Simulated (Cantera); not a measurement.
# Stirred combustor or abatement burner

A perfectly stirred reactor is fed with CO : H₂ : O₂ : N₂ = 1.3 : 1 : 1.25 : 4.7 (molar parts), equivalence ratio 0.92, at 2.70 bar; it is adiabatic with a 550 K inlet, and is followed from long to short residence time, starting on the burning branch (τ in s: 0.061, 0.026, 0.011, 0.0046, 0.0019, 0.00082, 0.00035, 0.00015, 6.2e-05, 2.6e-05).

Model: GRI-Mech 3.0 (53 species, 325 reactions), integrated in Cantera. The hydrogen kinetics of GRI-Mech 3.0 are dated; newer H2 mechanisms differ, most at raised pressure.

| τ (s) | T (K) | x CO | x H₂ | x O₂ | x NO | x H₂O | x OH | x N₂O |
|---|---|---|---|---|---|---|---|---|
| 0.061 | 2472 | 0.0219 | 0.00298 | 0.0214 | 0.00556 | 0.132 | 0.00684 | 5.17e-7 |
| 0.026 | 2468 | 0.0224 | 0.00305 | 0.0220 | 0.00480 | 0.132 | 0.00698 | 5.13e-7 |
| 0.011 | 2460 | 0.0235 | 0.00321 | 0.0231 | 0.00359 | 0.131 | 0.00726 | 5.08e-7 |
| 0.0046 | 2440 | 0.0258 | 0.00358 | 0.0249 | 0.00222 | 0.130 | 0.00779 | 5.05e-7 |
| 0.0019 | 2396 | 0.0305 | 0.00435 | 0.0278 | 0.00114 | 0.128 | 0.00868 | 4.97e-7 |
| 0.00082 | 2325 | 0.0372 | 0.00560 | 0.0314 | 0.000533 | 0.125 | 0.00982 | 4.72e-7 |
| 0.00035 | 2226 | 0.0456 | 0.00734 | 0.0359 | 0.000236 | 0.121 | 0.0110 | 4.31e-7 |
| 0.00015 | 2104 | 0.0546 | 0.00941 | 0.0409 | 0.000121 | 0.116 | 0.0116 | 3.85e-7 |
| 6.2e-5 | 1952 | 0.0648 | 0.0117 | 0.0468 | 7.65e-5 | 0.109 | 0.0114 | 3.39e-7 |
| 2.6e-5 | 1770 | 0.0791 | 0.0140 | 0.0555 | 4.68e-5 | 0.103 | 0.00986 | 2.98e-7 |
x: mole fraction; the columns are a selection and need not sum to one.
